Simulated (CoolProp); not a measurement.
Ethylene along the isobar 37 bar: density (kg/m³) from the reference equation and from simpler models built on Tc = 282.4 K, pc = 50.42 bar, ω = 0.087; each cubic takes its own stable root.

Model: reference Helmholtz-energy equation of state, Smukala 2000, in CoolProp.

```tsv
T (K)	phase	reference	Soave-Redlich-Kwong	Peng-Robinson
215.1	liquid	501.7	___	___
228.1	liquid	478.2	449.4	508.5
241.1	liquid	451.3	___	___
254.2	liquid	418.2	375.9	424.4
267.2	liquid	___	315.3	354.6
280.2	gas	66.88	66.54	69.10
293.2	gas	___	58.05	60.00
306.3	gas	52.38	___	53.89
319.3	gas	48.12	48.04	49.38
332.3	gas	44.75	44.65	___
```

**Question.** Complete the blanks.

**Answer.** 
- 215.1, Soave-Redlich-Kwong: 477.1
- 215.1, Peng-Robinson: 539.7
- 241.1, Soave-Redlich-Kwong: 416.9
- 241.1, Peng-Robinson: 471.5
- 267.2, reference: 370.2
- 293.2, reference: 58.15
- 306.3, Soave-Redlich-Kwong: 52.31
- 332.3, Peng-Robinson: 45.81
